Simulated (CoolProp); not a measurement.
Properties of ethanol along the isotherm 620 K (Tc = 514.7 K, pc = 62.68 bar, ω = 0.644).

Values from CoolProp's reference Helmholtz-energy equation of state, Schroeder 2014.

```csv
p (bar),phase,isothermal compressibility (1/MPa),viscosity (µPa s),conductivity (mW/(m K))
1.98,gas,5.070,18.1,53.7
2.99,gas,3.364,18.1,53.9
4.51,gas,2.237,18.1,54.1
6.81,gas,1.488,18.2,54.5
10.3,gas,0.9911,18.2,55.1
15.5,gas,0.6658,18.3,56.0
23.4,gas,0.4488,18.5,57.6
35.2,gas,0.3070,18.9,60.0
53.2,gas,0.2138,19.7,64.3
80.2,supercritical,0.1566,21.4,72.3
121,supercritical,0.1239,26.3,88.9
183,supercritical,0.06525,39.4,116
275,supercritical,0.02133,54.9,132
415,supercritical,0.008806,68.9,143
627,supercritical,0.004314,82.7,155
```

Viscosity comes from a separate model (Kiselev 2005). Thermal conductivity comes from a separate model (Assael 2013).
